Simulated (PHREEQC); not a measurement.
1 kg of water holding 0.0078 mol NaCl and 0.012 mol MgBr2 is evaporated at 25 °C; the solids stay in contact with the brine. The system is closed to CO2. Solids allowed: Bischofite, Brucite, Halite, MgCl2_4H2O. Others were left out.

The numbers come from PHREEQC with the Pitzer model, pitzer.dat.

```json
[
 {"water left (kg)": "1", "ionic strength": "0.0438", "water activity": "0.999", "Mg in solution (mol/kgw)": "0.0120", "Cl in solution (mol/kgw)": "0.00780", "Na in solution (mol/kgw)": "0.00780"},
 {"water left (kg)": "0.6755", "ionic strength": "0.0648", "water activity": "0.999", "Mg in solution (mol/kgw)": "0.0178", "Cl in solution (mol/kgw)": "0.0115", "Na in solution (mol/kgw)": "0.0115"},
 {"water left (kg)": "0.375", "ionic strength": "0.117", "water activity": "0.998", "Mg in solution (mol/kgw)": "0.0320", "Cl in solution (mol/kgw)": "0.0208", "Na in solution (mol/kgw)": "0.0208"},
 {"water left (kg)": "0.2533", "ionic strength": "0.173", "water activity": "…", "Mg in solution (mol/kgw)": "0.0474", "Cl in solution (mol/kgw)": "0.0308", "Na in solution (mol/kgw)": "0.0308"},
 {"water left (kg)": "0.1711", "ionic strength": "0.256", "water activity": "0.995", "Mg in solution (mol/kgw)": "0.0701", "Cl in solution (mol/kgw)": "0.0456", "Na in solution (mol/kgw)": "0.0456"},
 {"water left (kg)": "0.09502", "ionic strength": "0.461", "water activity": "…", "Mg in solution (mol/kgw)": "0.126", "Cl in solution (mol/kgw)": "0.0821", "Na in solution (mol/kgw)": "0.0821"},
 {"water left (kg)": "0.06418", "ionic strength": "0.682", "water activity": "…", "Mg in solution (mol/kgw)": "0.187", "Cl in solution (mol/kgw)": "0.122", "Na in solution (mol/kgw)": "0.122"},
 {"water left (kg)": "0.03564", "ionic strength": "1.23", "water activity": "…", "Mg in solution (mol/kgw)": "0.337", "Cl in solution (mol/kgw)": "0.219", "Na in solution (mol/kgw)": "0.219"},
 {"water left (kg)": "0.02407", "ionic strength": "1.82", "water activity": "…", "Mg in solution (mol/kgw)": "0.498", "Cl in solution (mol/kgw)": "0.324", "Na in solution (mol/kgw)": "0.324"},
 {"water left (kg)": "0.01627", "ionic strength": "2.69", "water activity": "…", "Mg in solution (mol/kgw)": "0.737", "Cl in solution (mol/kgw)": "0.479", "Na in solution (mol/kgw)": "0.479"},
 {"water left (kg)": "0.00903", "ionic strength": "4.85", "water activity": "…", "Mg in solution (mol/kgw)": "1.33", "Cl in solution (mol/kgw)": "0.864", "Na in solution (mol/kgw)": "0.864"},
 {"water left (kg)": "0.006093", "ionic strength": "7.19", "water activity": "0.759", "Mg in solution (mol/kgw)": "1.97", "Cl in solution (mol/kgw)": "1.28", "Na in solution (mol/kgw)": "1.28"}
]
```

Task: What belongs in the gaps?

Result: 
- 0.2533, water activity: 0.997
- 0.09502, water activity: 0.991
- 0.06418, water activity: 0.987
- 0.03564, water activity: 0.975
- 0.02407, water activity: 0.961
- 0.01627, water activity: 0.937
- 0.00903, water activity: 0.862

Complexes and solids missing from the database can't appear.
